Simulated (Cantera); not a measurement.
Mixture: CH4 : C2H6 : C3H8 : O2 : N2 = 1 : 0.082 : 1.1 : 11.5 : 77.9 (molar parts), equivalence ratio 0.68, at 735 Torr, adiabatic and at constant volume. Ignition delay is the time to a rise of 400 K.

Model: GRI-Mech 3.0 (53 species, 325 reactions), integrated in Cantera. GRI-Mech 3.0 was tuned for natural gas; its chemistry of propane as a main component is partial and can be far from experiment. Where the delays flatten at high temperature, the 400 K rule measures the pace of heat release, not the induction time.

Predict: delay at 1300 K; delay at 1500 K; delay at 1700 K; delay at 1900 K; delay at 2100 K.


| Item | Value |
|---|---|
| delay at 1300 K | 1.34 ms |
| delay at 1500 K | 0.111 ms |
| delay at 1700 K | 28.2 µs |
| delay at 1900 K | 13.0 µs |
| delay at 2100 K | 8.12 µs |
